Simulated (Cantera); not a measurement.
Premixed flame

A freely propagating, adiabatic, planar premixed flame of H2 : O2 : N2 = 1 : 0.185 : 0.696 (molar parts), equivalence ratio 2.7, unburnt at 350 K and 1.00 bar; mixture-averaged transport, grid criteria slope 0.08 and curve 0.16, no radiation.

Detailed kinetics in Cantera: the H2/O2 subset of GRI-Mech 3.0, which has no nitrogen chemistry. Burning velocities carry a grid error of a few per cent, more on coarse grids.

```tsv
z (mm)	T (K)	u (m/s)	x H2	x O2	x H2O	x H2O2	x H	x O
-1.14	350	3.21	0.532	0.0984	<1e-8	<1e-8	<1e-8	<1e-8
-0.761	350	3.21	0.532	0.0984	<1e-8	<1e-8	<1e-8	<1e-8
-0.571	350	3.21	0.532	0.0984	2.14e-8	<1e-8	<1e-8	<1e-8
-0.381	350	3.21	0.531	0.0984	7.80e-7	1.08e-8	<1e-8	<1e-8
-0.190	391	3.54	0.525	0.0991	0.000985	1.75e-5	1.93e-5	3.33e-6
-0.0951	666	5.86	0.495	0.0925	0.0228	5.54e-5	0.00355	0.000123
0	1030	8.83	0.436	0.0693	0.0770	6.50e-6	0.0215	0.000795
0.0951	1287	11.0	0.374	0.0324	0.149	5.89e-7	0.0453	0.00136
0.190	1418	12.1	0.343	0.00981	0.192	2.55e-7	0.0561	0.000739
0.381	1522	12.9	0.335	0.000786	0.210	1.25e-7	0.0533	0.000190
0.761	1612	13.6	0.342	4.45e-5	0.213	8.83e-8	0.0421	0.000109
1.52	1696	14.2	0.350	1.82e-5	0.214	5.33e-8	0.0303	6.57e-5
3.04	1766	14.7	0.357	8.87e-6	0.216	2.65e-8	0.0200	3.25e-5
```
x: mole fraction of selected species; z is measured from the peak of heat release.

```yaml
laminar_burning_velocity: 321 cm/s
thermal_thickness: 0.381 mm
peak x(H2O2): 6.19e-5
peak x(H): 0.0569
peak x(O): 0.00138
grid_points: 127
```
